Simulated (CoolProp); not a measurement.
Computed with CoolProp (reference Helmholtz-energy equation of state, Lemmon 2006). It is a short technical equation, of lower accuracy than the large ones.

Problem. Give the vapour pressure (MPa), liquid density (kg/m³), vapour density (kg/m³), enthalpy of vaporisation (kJ/kg) of saturated acetone at 36.95, 72.75, 108.65 °C.

Solution. 
```json
[
 {"T (°C)": "36.95", "p (MPa)": "0.0503", "liquid density (kg/m³)": "771", "vapour density (kg/m³)": "1.17", "enthalpy of vaporisation (kJ/kg)": "522"},
 {"T (°C)": "72.75", "p (MPa)": "0.174", "liquid density (kg/m³)": "729", "vapour density (kg/m³)": "3.78", "enthalpy of vaporisation (kJ/kg)": "482"},
 {"T (°C)": "108.65", "p (MPa)": "0.462", "liquid density (kg/m³)": "682", "vapour density (kg/m³)": "9.73", "enthalpy of vaporisation (kJ/kg)": "437"}
]
```
